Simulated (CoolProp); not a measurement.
The numbers come from the reference Helmholtz-energy equation of state, Gao 2022 in CoolProp.

Question: For n-perfluoropentane, give the phase and the density (kg/m³), cp (kJ/(kg K)), speed of sound (m/s), Joule-Thomson coefficient (K/MPa) at 409.7 K and 2.9 MPa.

Answer: 
- 409.7 K and 2.9 MPa: liquid; density 1130, cp 1.33, speed of sound 157, Joule-Thomson coefficient 1.22
